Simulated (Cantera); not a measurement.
A jet of H₂ : O₂ : N₂ = 0.01 : 0.19 : 0.79 (molar parts) at 300 K and 0.484 atm hits a platinum plate 4.2 cm away at a mass flux of 0.11 kg/m²/s; the plate temperature is set and raised in steps from an oxygen-covered start.

Model: Deutschmann's 1995 Pt surface mechanism with GRI-Mech 3.0 gas chemistry, integrated in Cantera. Catalytic surfaces can have several steady states; this one follows from the mechanism file's or the stated starting coverage.

One state of this run: wall x H₂ = 0.000733; wall x O₂ = 0.182; wall x H₂O = 0.0178; wall x OH = <1e-8; θ free Pt = 0.0226; θ O* = 0.975; θ OH* = 0.00198. x: mole fraction at the wall; θ: surface coverage.

Question: Which value of plate T (K) does it belong to?
A. 650
B. 550
C. 750
D. 600

Answer: C, 750
